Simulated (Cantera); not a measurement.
A Cantera script and its output.

```python
import numpy as np
import cantera as ct

gas = ct.Solution("gri30.yaml")
gas.TPX = 1975, 12, {'C2H6': 1, 'N2': 100}
inlet = ct.Reservoir(gas, clone=True)

reactor = ct.IdealGasConstPressureReactor(gas, energy="off", clone=False)
exhaust = ct.Reservoir(gas, clone=True)
tau = [3.9, 1.2, 0.38, 0.12, 0.036, 0.011, 0.0035, 0.0011][0]
for a, b in ((inlet, reactor), (reactor, exhaust)):
    ct.MassFlowController(a, b, mdot=lambda t: reactor.mass / tau)
net = ct.ReactorNet([reactor])
show = ['C2H6', 'C2H2', 'H2', 'CH3', 'HCN']

rows = []
print(f"{'tau/s':>10s}{'T/K':>9s}" + "".join(f"{s:>11s}" for s in show))
for tau in [3.9, 1.2, 0.38, 0.12, 0.036, 0.011, 0.0035, 0.0011]:
    net.initial_time = 0.0
    net.advance(30 * tau)
    before = gas.X
    net.advance(40 * tau)
    drift = np.max(np.abs(gas.X - before) / (gas.X + 1e-9))
    rows.append([gas.T, *gas[show].X, drift])
    print(f"{tau:10.3e}{gas.T:9.1f}" + "".join(f"{x:11.3e}" for x in gas[show].X))
```

It prints:

```
     tau/s      T/K       C2H6       C2H2         H2        CH3        HCN
 3.900e+00   1975.0  1.473e-05  8.413e-03  1.655e-02  9.703e-04  3.838e-04
 1.200e+00   1975.0  4.659e-05  7.660e-03  1.495e-02  1.794e-03  2.255e-04
 3.800e-01   1975.0  1.419e-04  6.296e-03  1.251e-02  3.240e-03  1.283e-04
 1.200e-01   1975.0  4.283e-04  4.092e-03  8.882e-03  5.632e-03  6.443e-05
 3.600e-02   1975.0  1.316e-03  1.447e-03  4.298e-03  8.722e-03  2.214e-05
 1.100e-02   1975.0  3.485e-03  1.368e-04  1.042e-03  9.581e-03  2.825e-06
 3.500e-03   1975.0  6.435e-03  1.655e-06  8.229e-05  6.399e-03  2.718e-08
 1.100e-03   1975.0  8.492e-03  1.198e-08  2.153e-06  2.756e-03  4.107e-11
```

Model: GRI-Mech 3.0 (53 species, 325 reactions), integrated in Cantera. GRI-Mech 3.0 stops at C3 and has no aromatics, soot or wall deposition, so with more carbon than oxygen in the feed, carbon stays in small species such as C2H2 where larger ones or solid carbon would form. Radical loss at walls, strong at low pressure, is not modelled.
